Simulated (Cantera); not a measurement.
Charge: 1 mol Cu, 0.78 mol F₂, 36 mol H₂, at 1250 K and 10.0 Torr.

These are equilibrium values from Cantera (NASA tables, ideal gas, pure condensed phases), not measurements of a reactor. Candidate condensed phases: Cu, CuF₂; 15 gas species. Equilibrium is a limit: real reactors are often held back by kinetics, nucleation or transport.

Base state: H₂ 0.958, HF 0.0424 (mole fractions); condensed: Cu(s).

What changes in the equilibrium state with this change: H₂ from 36 to 0.35 mol?


```tsv
species	before	after
HF	0.0424	0.587
CuF	9.19e-8	0.232
CuF₂	<1e-9	0.181
H₂	0.958	<1e-9
Cu(s), mol	1.000	0.432
CuF₂(l), mol	0	0.0762
```
Mutual solubility and eutectic melting of coexisting phases are not modelled.
